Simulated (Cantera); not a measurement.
An isothermal, constant-pressure homogeneous reactor starts with NO : N₂ = 1 : 9.3 (molar parts), at 2050 K and 0.133 bar. Integrator tolerance rtol = 1e-08.

Model: GRI-Mech 3.0 (53 species, 325 reactions), integrated in Cantera.

### Question
What does this change do: N2 9.3 to 3.2 parts?

### Answer
```json
[
 {"quantity": "x(NO) at 9.00 s", "before": "0.0160 (gas-phase equilibrium 0.00452)", "after": "0.0157 (gas-phase equilibrium 0.00687)"},
 {"quantity": "x(O₂) at 9.00 s", "before": "0.0403 (gas-phase equilibrium 0.0460)", "after": "0.111 (gas-phase equilibrium 0.115)"},
 {"quantity": "x(N₂) at 9.00 s", "before": "0.943 (gas-phase equilibrium 0.949)", "after": "0.873 (gas-phase equilibrium 0.877)"},
 {"quantity": "x(O) at 9.00 s", "before": "0.000540 (gas-phase equilibrium 0.000575)", "after": "0.000893 (gas-phase equilibrium 0.000909)"},
 {"quantity": "x(N₂O) at 9.00 s", "before": "1.92e-7 (gas-phase equilibrium 1.01e-7)", "after": "2.19e-7 (gas-phase equilibrium 1.48e-7)"},
 {"quantity": "x(NO₂) at 9.00 s", "before": "4.06e-6 (gas-phase equilibrium 1.22e-6)", "after": "6.58e-6 (gas-phase equilibrium 2.95e-6)"}
]
```

### Question
What does this change do: temperature 2050 to 2175 K?

### Answer
| quantity | before | after |
|---|---|---|
| x(NO) at 9.00 s | 0.0160 (gas-phase equilibrium 0.00452) | 0.00607 (gas-phase equilibrium 0.00606) |
| x(O₂) at 9.00 s | 0.0403 (gas-phase equilibrium 0.0460) | 0.0448 (gas-phase equilibrium 0.0448) |
| x(N₂) at 9.00 s | 0.943 (gas-phase equilibrium 0.949) | 0.948 (gas-phase equilibrium 0.948) |
| x(O) at 9.00 s | 0.000540 (gas-phase equilibrium 0.000575) | 0.00134 (gas-phase equilibrium 0.00134) |
| x(N₂O) at 9.00 s | 1.92e-7 (gas-phase equilibrium 1.01e-7) | 1.35e-7 (gas-phase equilibrium 1.35e-7) |
| x(NO₂) at 9.00 s | 4.06e-6 (gas-phase equilibrium 1.22e-6) | 1.35e-6 (gas-phase equilibrium 1.35e-6) |
